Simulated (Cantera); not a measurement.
Charge: 1 mol borazine, 0.84 mol O2, 47 mol H2, held at 1725 °C and 75.0 Torr.

Equilibrium computed with Cantera from the NASA thermochemical tables; the gas is ideal and each condensed phase is pure. Candidate condensed phases: B, BN, B2O3, B3O3H3, H2O; 39 gas species. The feed counts by its element totals alone. The tables' values for BH2 are old estimates; treat these amounts as uncertain. The numbers say what is thermodynamically allowed, not how fast it happens.

Base state: H2 0.949, HBO 0.0258, N2 0.0161, H 0.00494, BO 0.00195, B2O2 0.00191, HBO2 0.000235, B2O3 0.000120 (mole fractions); condensed: BN(s).

Question: What changes in the equilibrium state with this change: O2 from 0.84 to 3.3 mol?

Answer: 
```json
[
 {"species": "H2", "before": "0.949", "after": "0.891"},
 {"species": "HBO2", "before": "0.000235", "after": "0.0370"},
 {"species": "N2", "before": "0.0161", "after": "0.0282"},
 {"species": "H2O", "before": "4.77e-5", "after": "0.0251"},
 {"species": "HBO", "before": "0.0258", "after": "0.00725"},
 {"species": "BH2", "before": "0.000117", "after": "5.71e-8"},
 {"species": "OH", "before": "2.47e-8", "after": "1.34e-5"},
 {"species": "BO2", "before": "1.47e-7", "after": "2.39e-5"},
 {"species": "BN(s), mol", "before": "1.33", "after": "0"}
]
```
